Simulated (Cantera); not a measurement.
An isothermal, constant-pressure homogeneous reactor starts with N2O : H2O = 1 : 0.16 (molar parts), at 1173 K and 7.35 Torr. Integrator tolerance rtol = 1e-08.

Model: GRI-Mech 3.0 (53 species, 325 reactions), integrated in Cantera. GRI-Mech 3.0 was tuned for natural gas; its chemistry of N2O as a main component is partial and can be far from experiment. Radical loss at walls, strong at low pressure, is not modelled. The mechanism lacks the step 2 NO + O2 → 2 NO2, which can matter for NO2 below about 1400 K. The temperature is held fixed by assumption; the heat of reaction is taken as removed at once.

What does this change do: pressure from 7.35 Torr to 1.00 bar?


```
quantity                                            before                                      after
----------------  ----------------------------------------  -----------------------------------------
x(N2O) at 200 s      0.214 (gas-phase equilibrium 1.03e-9)    1.46e-7 (gas-phase equilibrium 1.04e-8)
x(H2O) at 200 s       0.107 (gas-phase equilibrium 0.0964)      0.0964 (gas-phase equilibrium 0.0964)
x(O2) at 200 s         0.211 (gas-phase equilibrium 0.301)        0.286 (gas-phase equilibrium 0.301)
x(N2) at 200 s         0.437 (gas-phase equilibrium 0.602)        0.588 (gas-phase equilibrium 0.602)
x(HO2) at 200 s    7.74e-8 (gas-phase equilibrium 3.99e-9)    1.22e-8 (gas-phase equilibrium 1.27e-8)
x(H2O2) at 200 s  1.41e-9 (gas-phase equilibrium 9.80e-11)  9.65e-10 (gas-phase equilibrium 9.90e-10)
```

What does this change do: N2O 1 to 0.11 parts?


| quantity | before | after |
|---|---|---|
| x(N2O) at 200 s | 0.214 (gas-phase equilibrium 1.03e-9) | 0.0268 (gas-phase equilibrium 4.33e-10) |
| x(H2O) at 200 s | 0.107 (gas-phase equilibrium 0.0964) | 0.499 (gas-phase equilibrium 0.492) |
| x(O2) at 200 s | 0.211 (gas-phase equilibrium 0.301) | 0.149 (gas-phase equilibrium 0.169) |
| x(N2) at 200 s | 0.437 (gas-phase equilibrium 0.602) | 0.308 (gas-phase equilibrium 0.338) |
| x(HO2) at 200 s | 7.74e-8 (gas-phase equilibrium 3.99e-9) | 5.05e-8 (gas-phase equilibrium 5.86e-9) |
| x(H2O2) at 200 s | 1.41e-9 (gas-phase equilibrium 9.80e-11) | 8.72e-9 (gas-phase equilibrium 3.75e-10) |
